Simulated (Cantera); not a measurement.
An adiabatic, constant-pressure homogeneous reactor starts with CO : H2 : CH4 : O2 : N2 : H2O = 1 : 0.032 : 0.098 : 0.375 : 1.41 : 0.41 (molar parts), equivalence ratio 1.9, at 1473 K and 3.16 atm. Integrator tolerance rtol = 1e-08.

Cantera simulation using GRI-Mech 3.0 (53 species, 325 reactions); the numbers are that mechanism's predictions, not measurements.

```csv
quantity,before,after
time of steepest temperature rise,0.142 ms,0.166 ms
temperature at 2.00 s,2688 K,2675 K
equilibrium temperature,2688 K,2675 K
x(CO) at 2.00 s,0.190 (gas-phase equilibrium 0.190),0.189 (gas-phase equilibrium 0.189)
x(H2) at 2.00 s,0.0300 (gas-phase equilibrium 0.0300),0.0300 (gas-phase equilibrium 0.0300)
x(CH4) at 2.00 s,<1e-12 (gas-phase equilibrium <1e-12),<1e-12 (gas-phase equilibrium <1e-12)
x(O2) at 2.00 s,0.00183 (gas-phase equilibrium 0.00183),0.00166 (gas-phase equilibrium 0.00166)
x(NO) at 2.00 s,0.00219 (gas-phase equilibrium 0.00219),0.00205 (gas-phase equilibrium 0.00205)
x(CH3) at 2.00 s,1.44e-12 (gas-phase equilibrium 1.70e-12),1.43e-12 (gas-phase equilibrium 1.68e-12)
x(HO2) at 2.00 s,1.10e-6 (gas-phase equilibrium 1.10e-6),9.95e-7 (gas-phase equilibrium 9.95e-7)
```

Task: What was changed between the two runs?
(A) initial temperature 1473 to 1800 K
(B) pressure from 3.16 atm to 0.987 atm
(C) pressure from 3.16 atm to 0.484 atm
(D) initial temperature 1473 to 1450 K

Result: D, initial temperature 1473 to 1450 K
